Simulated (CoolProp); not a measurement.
Vapour-liquid equilibrium of R22 (1) + methanol (2) at 0.345 MPa; x and y are mole fractions of (1).

Values from CoolProp's multi-fluid Helmholtz-energy mixture model, Kamei 1995 and de Reuck 1993; pair parameters Bell 2016.

```json
[
 {"x": "0.05", "bubble temperature (K)": "345.2", "y at the bubble point": "[?]", "dew temperature at overall composition x (K)": "370.7", "liquid density (mol/L)": "22.48"},
 {"x": "0.15", "bubble temperature (K)": "310.9", "y at the bubble point": "[?]", "dew temperature at overall composition x (K)": "[?]", "liquid density (mol/L)": "22.34"},
 {"x": "0.25", "bubble temperature (K)": "294.7", "y at the bubble point": "0.964", "dew temperature at overall composition x (K)": "363.4", "liquid density (mol/L)": "21.69"},
 {"x": "0.35", "bubble temperature (K)": "285.5", "y at the bubble point": "0.980", "dew temperature at overall composition x (K)": "359.3", "liquid density (mol/L)": "[?]"},
 {"x": "0.45", "bubble temperature (K)": "279.6", "y at the bubble point": "0.987", "dew temperature at overall composition x (K)": "354.5", "liquid density (mol/L)": "20.01"},
 {"x": "0.55", "bubble temperature (K)": "275.3", "y at the bubble point": "0.991", "dew temperature at overall composition x (K)": "349.0", "liquid density (mol/L)": "19.13"},
 {"x": "0.65", "bubble temperature (K)": "272.0", "y at the bubble point": "0.993", "dew temperature at overall composition x (K)": "342.4", "liquid density (mol/L)": "18.25"},
 {"x": "0.75", "bubble temperature (K)": "[?]", "y at the bubble point": "0.995", "dew temperature at overall composition x (K)": "334.1", "liquid density (mol/L)": "17.38"},
 {"x": "0.85", "bubble temperature (K)": "266.6", "y at the bubble point": "0.997", "dew temperature at overall composition x (K)": "[?]", "liquid density (mol/L)": "[?]"},
 {"x": "0.95", "bubble temperature (K)": "[?]", "y at the bubble point": "0.999", "dew temperature at overall composition x (K)": "300.3", "liquid density (mol/L)": "15.66"}
]
```

### Question
Fill in the missing entries.

### Answer

- 0.05, y at the bubble point: 0.610
- 0.15, y at the bubble point: 0.913
- 0.15, dew temperature at overall composition x (K): 367.2
- 0.35, liquid density (mol/L): 20.87
- 0.75, bubble temperature (K): 269.2
- 0.85, dew temperature at overall composition x (K): 322.3
- 0.85, liquid density (mol/L): 16.52
- 0.95, bubble temperature (K): 263.8

No azeotrope shows between x = 0.05 and 0.95.

The pair parameters rest on a limited set of measurements; away from them the model extrapolates.
